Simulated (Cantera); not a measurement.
A freely propagating, adiabatic, planar premixed flame of H₂ : O₂ : N₂ : H₂O = 0.8 : 0.227 : 0.773 : 0.36 (molar parts), unburnt at 673 K and 750 Torr; mixture-averaged transport, grid criteria slope 0.08 and curve 0.16, no radiation.

Model: the H2/O2 subset of GRI-Mech 3.0, which has no nitrogen chemistry, integrated in Cantera. Burning velocities carry a grid error of a few per cent, more on coarse grids.

Q: Predict: laminar burning velocity; thermal thickness; peak x(HO₂); peak x(O); peak x(H).

A: 
| Item | Value |
|---|---|
| laminar burning velocity | 907 cm/s |
| thermal thickness | 0.420 mm |
| peak x(HO₂) | 0.000383 |
| peak x(O) | 0.00365 |
| peak x(H) | 0.0632 |
